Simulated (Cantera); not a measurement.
What does this Cantera script print?

```python
import numpy as np
import cantera as ct

surf = ct.Interface("diamond.yaml", "diamond_100")
gas, bulk = surf.adjacent["gas"], surf.adjacent["diamond"]
k = surf.kinetics_species_index(bulk.species_names[0])
cover = ["c6HH", "c6H*", "c6*H", "c6**", "c6HM", "c6B"]

rows, drift = [], 0.0
print(f"{'xH':>10s}{'um/h':>11s}" + "".join(f"{s:>11s}" for s in cover))
for v in [0.0001, 0.00024, 0.00056, 0.0013, 0.0032, 0.0076, 0.018, 0.043, 0.1]:
    T, P, xH, xCH3 = 1198, 15000, v, 4.1e-05
    gas.TPX = T, P, {"H": xH, "CH3": xCH3, "CH4": 0.025, "H2": 1 - xH - xCH3 - 0.025}
    surf.TP = bulk.TP = T, P
    surf.coverages = "c6H*:0.1, c6HH:0.9"
    surf.advance_coverages(100.0)
    before = surf.coverages
    surf.advance_coverages(100.0)
    drift = max(drift, np.max(np.abs(surf.coverages - before) / (surf.coverages + 1e-9)))
    rate = surf.net_production_rates[k] * bulk.mean_molecular_weight / bulk.density * 3.6e9
    rows.append([rate, *surf[cover].coverages])
    print(f"{v:10.4g}{rate:11.4e}" + "".join(f"{x:11.3e}" for x in rows[-1][1:]))
```

It prints:

```
        xH       um/h       c6HH       c6H*       c6*H       c6**       c6HM        c6B
    0.0001 1.4343e-01  6.143e-01  2.727e-02  3.505e-01  5.180e-03  1.220e-03  3.892e-10
   0.00024 3.8740e-01  5.290e-01  3.294e-02  4.233e-01  1.130e-02  1.587e-03  1.051e-09
   0.00056 8.5766e-01  4.813e-01  3.588e-02  4.609e-01  1.836e-02  1.792e-03  2.327e-09
    0.0013 1.6767e+00  4.573e-01  3.724e-02  4.781e-01  2.412e-02  1.741e-03  4.550e-09
    0.0032 2.9844e+00  4.458e-01  3.793e-02  4.860e-01  2.786e-02  1.381e-03  8.098e-09
    0.0076 4.3849e+00  4.412e-01  3.833e-02  4.893e-01  2.968e-02  8.932e-04  1.190e-08
     0.018 5.4957e+00  4.393e-01  3.879e-02  4.905e-01  3.059e-02  4.823e-04  1.491e-08
     0.043 6.1856e+00  4.385e-01  3.965e-02  4.903e-01  3.117e-02  2.293e-04  1.678e-08
       0.1 6.5746e+00  4.380e-01  4.148e-02  4.886e-01  3.178e-02  1.052e-04  1.784e-08
```

Detailed kinetics in Cantera: the Harris–Goodwin 1993 mechanism for the reconstructed diamond (100) surface.
